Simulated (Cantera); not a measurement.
A closed system holds: 1 mol Si2Cl6, 0.035 mol HCl, 55 mol N2, equilibrated at 850 K and 6.20 mbar.

These are equilibrium values from Cantera (NASA tables, ideal gas, pure condensed phases), not measurements of a reactor. Candidate condensed phases: NH4Cl, Si, Si3N4; 28 gas species. The feed counts by its element totals alone. N2 is the only nitrogen source here; it is nearly inert below about 1500 K, so the nitride shown seldom forms there in practice. Rates play no part.

Base state: N2 0.973, SiCl4 0.0267, HCl 0.000621 (mole fractions); condensed: Si3N4(s).

Problem. What changes in the equilibrium state with this change: temperature from 850 K to 1698.15 K?

Solution. 
```csv
species,before,after
N2,0.973,0.954
SiCl2,5.62e-9,0.0183
Cl,<1e-9,0.0104
SiCl4,0.0267,0.00786
Cl2,<1e-9,1.86e-5
SiCl3,1.45e-6,0.00853
HCl,0.000621,0.000607
"Si3N4(s), mol",0.167,0
```
The tables' values for SiCl3 are old estimates; treat these amounts as uncertain.
